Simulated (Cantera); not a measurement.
**Diamond growth**

A diamond (100) surface in a fixed gas of H2 with x(CH4) = 0.0025, x(H) = 0.0084, x(CH3) = 0.00019, 0.0460 bar; coverages are run to steady state.

Detailed kinetics in Cantera: the Harris–Goodwin 1993 mechanism for the reconstructed diamond (100) surface.

| T (K) | growth (µm/h) | θ c6HH | θ c6H* | θ c6*H | θ c6** | θ c6HM |
|---|---|---|---|---|---|---|
| 925 | 3.09 | 0.654 | 0.0120 | 0.308 | 0.00532 | 0.0166 |
| 975 | 3.99 | 0.609 | 0.0159 | 0.349 | 0.00795 | 0.0133 |
| 1025 | 4.88 | 0.566 | 0.0203 | 0.387 | 0.0113 | 0.0105 |
| 1075 | 5.49 | 0.526 | 0.0251 | 0.421 | 0.0156 | 0.00791 |
| 1125 | 5.41 | 0.489 | 0.0303 | 0.452 | 0.0206 | 0.00535 |
| 1175 | 4.49 | 0.455 | 0.0356 | 0.478 | 0.0266 | 0.00303 |
| 1225 | 3.29 | 0.423 | 0.0410 | 0.500 | 0.0332 | 0.00144 |
| 1275 | 2.46 | 0.395 | 0.0465 | 0.517 | 0.0406 | 0.000616 |
| 1325 | 2.11 | 0.369 | 0.0518 | 0.530 | 0.0484 | 0.000252 |
| 1375 | 2.04 | 0.345 | 0.0570 | 0.540 | 0.0567 | 0.000102 |
θ: site fractions in the mechanism's names (c6HH fully hydrogenated, c6H* and c6*H radical sites, c6** diradical, c6HM methylated).
